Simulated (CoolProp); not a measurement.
Propylene at 472.1 K and 0.735 MPa is compressed adiabatically to 2.57 MPa with isentropic efficiency 0.7. Each further row changes one setting.

The numbers come from the reference Helmholtz-energy equation of state, Lemmon 2013 in CoolProp.

| case | work (kJ/kg) | final temperature (K) | final density (kg/m³) |
|---|---|---|---|
| as stated | 170 | [?] | 24.7 |
| efficiency 1 | 119 | [?] | 25.9 |
| efficiency 0.65 | 184 | 557.0 | [?] |

Problem. Fill in the missing entries.

Solution. 
- as stated, final temperature (K): 551.8
- efficiency 1, final temperature (K): 531.1
- efficiency 0.65, final density (kg/m³): 24.4
